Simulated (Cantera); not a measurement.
Input: 1 mol TEOS, 9.9 mol NO, 9.3 mol H2, held at 42.0 Pa.

Method: chemical equilibrium by Gibbs-energy minimisation in Cantera with the NASA 1993 tables (ideal gas, pure condensed phases). Candidate condensed phases: C, C6H6, C7H8, C8H18, H2O, Si, SiC, SiO2, Si2N2O, Si3N4; 151 gas species. The feed counts by its element totals alone. The tables hold silica as quartz up to 1696 K and as liquid above; real silica turns to tridymite and cristobalite and melts near 1996 K. The numbers say what is thermodynamically allowed, not how fast it happens.

Problem. At 1452 °C, list the 6 most abundant gas species with their mole fractions, and the condensed phases.

Solution. H2 0.481, CO 0.231, N2 0.152, H2O 0.110, CO2 0.0150, H 0.00628. Condensed: SiO2(condensed).
